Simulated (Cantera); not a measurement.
A freely propagating, adiabatic, planar premixed flame of 3.15 % CH4, 0.346 % C2H6, 2.33 % C3H8, 19.1 % O2, 72.1 % N2, 2.96 % H2, unburnt at 450 K and 4.93 atm; mixture-averaged transport, grid criteria slope 0.08 and curve 0.16, no radiation.

Detailed kinetics in Cantera: GRI-Mech 3.0 (53 species, 325 reactions). GRI-Mech 3.0 was tuned for natural gas; its chemistry of propane as a main component is partial and can be far from experiment. Burning velocities carry a grid error of a few per cent, more on coarse grids.

x: mole fraction of selected species; z is measured from the peak of heat release.

```csv
z (mm),T (K),u (m/s),x CH4,x C2H6,x C3H8,x OH,x H2O2,x O
-0.251,450,0.643,0.0315,0.00346,0.0233,<1e-8,2.55e-8,<1e-8
-0.167,452,0.646,0.0314,0.00346,0.0233,<1e-8,…,<1e-8
-0.125,461,0.658,0.0313,0.00346,0.0233,<1e-8,2.15e-6,<1e-8
-0.0836,523,0.749,0.0302,0.00342,0.0231,7.20e-8,1.55e-5,<1e-8
-0.0418,934,1.36,0.0232,0.00293,0.0174,1.35e-5,7.20e-5,9.67e-7
-0.0209,1374,2.04,0.0153,0.00187,0.00642,0.000172,5.11e-5,4.21e-5
0,1803,2.72,0.00512,0.000188,0.000162,0.00169,3.52e-6,0.000516
0.0209,2009,3.02,0.000532,1.01e-6,6.60e-8,0.00514,1.01e-6,0.00158
0.0418,2086,3.12,2.71e-5,<1e-8,<1e-8,0.00707,7.02e-7,0.00209
0.0836,2167,3.22,8.95e-8,<1e-8,<1e-8,0.00731,5.13e-7,0.00176
0.167,2248,3.33,<1e-8,<1e-8,<1e-8,…,…,…
0.334,2312,3.41,<1e-8,<1e-8,<1e-8,0.00479,2.27e-7,0.000550
0.669,2353,3.46,<1e-8,<1e-8,<1e-8,0.00354,1.40e-7,0.000277
```

Task: Some entries are withheld; supply them.

Result: 
- -0.167, x H2O2: 4.11e-7
- 0.167, x OH: 0.00624
- 0.167, x H2O2: 3.52e-7
- 0.167, x O: 0.00107
